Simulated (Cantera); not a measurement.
Charge: 1 mol Cu, 2.4 mol O2, 1.3 mol H2, equilibrated at 698 K and 2400 Pa.

Cantera equilibrium calculation (NASA polynomials, part measured and part estimated; ideal gas, pure solids and liquids). Candidate condensed phases: Cu, CuO, Cu(OH)2, Cu2O, H2O; 12 gas species. Equilibrium is a limit: real reactors are often held back by kinetics, nucleation or transport.

Base state: H2O 0.510, O2 0.490 (mole fractions); condensed: CuO(s).

Q: What changes in the equilibrium state with this change: temperature from 698 K to 1198 K?

A: 
```
species       before    after
------------  ------  -------
O2             0.490    0.536
H2O            0.510    0.464
OH             <1e-9  2.02e-5
CuO(s), mol     1.00        0
Cu2O(s), mol       0    0.500
```

Q: What changes in the equilibrium state with this change: temperature from 698 K to 1875 K?

A: 
```json
[
 {"species": "O2", "before": "0.490", "after": "0.514"},
 {"species": "H2O", "before": "0.510", "after": "0.434"},
 {"species": "Cu", "before": "<1e-9", "after": "0.0427"},
 {"species": "OH", "before": "<1e-9", "after": "0.00706"},
 {"species": "O", "before": "<1e-9", "after": "0.00111"},
 {"species": "CuO(s), mol", "before": "1.00", "after": "0"},
 {"species": "Cu2O(l), mol", "before": "0", "after": "0.435"}
]
```

Q: What changes in the equilibrium state with this change: O2 from 2.4 to 0.0046 mol?

A: 
| species | before | after |
|---|---|---|
| H2 | <1e-9 | 0.993 |
| H2O | 0.510 | 0.00708 |
| O2 | 0.490 | <1e-9 |
| CuO(s), mol | 1.00 | 0 |
| Cu(s), mol | 0 | 1.00 |
